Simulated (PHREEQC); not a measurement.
A solution holds 0.015 mol MgCl2, 0.86 mol NaHCO3 and 0.0097 mol NaCl per kg of water, at 25 °C. Closed to the air; pH follows from the charge balance.

Equilibrium calculation in PHREEQC: ion-association model, phreeqc.dat.

No solid was allowed to form.

What pH does the model give?

pH 7.67.

In which forms is Mg present?

MgHCO3+ 67 %, Mg+2 27 %, MgCO3 6.2 % of the Mg.

The ionic strength is past about 0.7 mol/kgw, beyond the range of this activity model, so the values are rough.
